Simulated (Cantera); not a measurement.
Input: 1 mol BF3, 0.089 mol H2O, held at 3.90 mbar.

Method: chemical equilibrium by Gibbs-energy minimisation in Cantera with the NASA 1993 tables (ideal gas, pure condensed phases). Candidate condensed phases: B, B2O3, B3O3H3, H2O; 43 gas species. The tables' values for BF2 are old estimates; treat these amounts as uncertain. The numbers say what is thermodynamically allowed, not how fast it happens.

log p: log10 of the partial pressure in bar; nothing condenses.

```json
[
 {"T (°C)": "1002", "log p BF3": "-2.52", "log p HF": "-3.24", "log p BOF": "-3.59", "log p F": "…"},
 {"T (°C)": "1102", "log p BF3": "-2.52", "log p HF": "-3.23", "log p BOF": "-3.54", "log p F": "…"},
 {"T (°C)": "1202", "log p BF3": "-2.52", "log p HF": "-3.23", "log p BOF": "-3.53", "log p F": "…"},
 {"T (°C)": "1302", "log p BF3": "-2.52", "log p HF": "-3.23", "log p BOF": "-3.53", "log p F": "…"},
 {"T (°C)": "1402", "log p BF3": "-2.52", "log p HF": "-3.23", "log p BOF": "-3.53", "log p F": "…"},
 {"T (°C)": "1502", "log p BF3": "-2.52", "log p HF": "-3.23", "log p BOF": "-3.53", "log p F": "…"},
 {"T (°C)": "1602", "log p BF3": "-2.52", "log p HF": "-3.23", "log p BOF": "-3.53", "log p F": "…"},
 {"T (°C)": "1702", "log p BF3": "-2.52", "log p HF": "-3.23", "log p BOF": "-3.53", "log p F": "…"},
 {"T (°C)": "1802", "log p BF3": "-2.52", "log p HF": "-3.23", "log p BOF": "-3.53", "log p F": "…"},
 {"T (°C)": "1902", "log p BF3": "-2.53", "log p HF": "-3.23", "log p BOF": "-3.53", "log p F": "…"}
]
```

Some entries are withheld; supply them.


- 1002, log p F: -10.78
- 1102, log p F: -9.74
- 1202, log p F: -8.79
- 1302, log p F: -7.90
- 1402, log p F: -7.11
- 1502, log p F: -6.45
- 1602, log p F: -5.90
- 1702, log p F: -5.44
- 1802, log p F: -5.03
- 1902, log p F: -4.67
